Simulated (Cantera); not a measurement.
A perfectly stirred reactor is fed with CH4 : H2 : O2 : N2 : CO2 = 1 : 0.18 : 3.32 : 12.5 : 3.5 (molar parts), at 2.20 bar; it is adiabatic with a 625 K inlet, and is followed from long to short residence time, starting on the burning branch (τ in s: 0.26, 0.12, 0.053, 0.024, 0.011, 0.0049, 0.0022, 0.001, 0.00045, 0.00021, 9.3e-05, 4.2e-05, 1.9e-05).

Detailed kinetics in Cantera: GRI-Mech 3.0 (53 species, 325 reactions).

x: mole fraction; the columns are a selection and need not sum to one.

| τ (s) | T (K) | x CH4 | x H2 | x O2 | x CH2 | x NO |
|---|---|---|---|---|---|---|
| 0.26 | 1676 | 6.12e-6 | 2.40e-5 | 0.0603 | 8.20e-9 | 4.37e-6 |
| 0.12 | 1674 | 1.03e-5 | 3.87e-5 | 0.0603 | 1.70e-8 | 4.13e-6 |
| 0.053 | 1672 | 1.77e-5 | 6.50e-5 | 0.0604 | 3.59e-8 | 4.08e-6 |
| 0.024 | 1667 | 2.99e-5 | 0.000108 | 0.0606 | 7.24e-8 | 3.99e-6 |
| 0.011 | 1661 | 5.03e-5 | 0.000179 | 0.0610 | 1.41e-7 | 3.69e-6 |
| 0.0049 | 1649 | 8.76e-5 | 0.000301 | 0.0616 | 2.73e-7 | 3.18e-6 |
| 0.0022 | 1632 | ? | ? | 0.0626 | ? | ? |
| 0.0010 | 1604 | 0.000294 | 0.000824 | 0.0644 | 9.04e-7 | 2.07e-6 |
| 0.00045 | 1555 | 0.000667 | 0.00144 | 0.0679 | 1.60e-6 | 1.35e-6 |
| 0.00021 | 625 | 0.0488 | 0.00878 | 0.162 | <1e-12 | <1e-12 |
| 9.3e-5 | 625 | 0.0488 | 0.00878 | 0.162 | <1e-12 | <1e-12 |
| 4.2e-5 | 625 | 0.0488 | 0.00878 | 0.162 | <1e-12 | <1e-12 |
| 1.9e-5 | 625 | 0.0488 | 0.00878 | 0.162 | <1e-12 | <1e-12 |

**Question.** What belongs in the gaps?

**Answer.** 
- 0.0022, x CH4: 0.000156
- 0.0022, x H2: 0.000500
- 0.0022, x CH2: 5.07e-7
- 0.0022, x NO: 2.62e-6
